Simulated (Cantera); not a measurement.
A closed system holds: 1 mol PbO, 0.054 mol CO, 4.2 mol H2, equilibrated at 1.43 Torr.

Method: chemical equilibrium by Gibbs-energy minimisation in Cantera with the NASA 1993 tables (ideal gas, pure condensed phases). Candidate condensed phases: C, C6H6, C7H8, C8H18, H2O, Pb, PbO, PbO2, Pb3O4; 113 gas species. The numbers say what is thermodynamically allowed, not how fast it happens. All values below are at 973 K.

Base state: H2 0.753, H2O 0.230, CO 0.00847, Pb 0.00460, CO2 0.00417 (mole fractions); condensed: Pb(l).

### Question
What changes in the equilibrium state with this change: H2 from 4.2 to 42 mol?

### Answer
| species | before | after |
|---|---|---|
| H2 | 0.753 | 0.970 |
| H2O | 0.230 | 0.0236 |
| Pb | 0.00460 | 0.00460 |
| CO | 0.00847 | 0.00123 |
| CO2 | 0.00417 | 4.83e-5 |
| Pb(l), mol | 0.980 | 0.805 |
